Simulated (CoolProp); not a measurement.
Vapour-liquid equilibrium of isohexane (1) + n-heptane (2) at 377.3 K; x and y are mole fractions of (1).

Computed with CoolProp (multi-fluid Helmholtz-energy mixture model, Lemmon 2006 and Span 2003; pair parameters Bell 2016).

Question: Give the bubble pressure and the first vapour's composition at x = 0.25, 0.75, 0.85. Is there an azeotrope?

Answer: x = 0.25: 0.1728 MPa, y = 0.465; x = 0.75: 0.2828 MPa, y = 0.884; x = 0.85: 0.3059 MPa, y = 0.935. No azeotrope shows between x = 0.05 and 0.95.

The pair parameters rest on a limited set of measurements; away from them the model extrapolates.
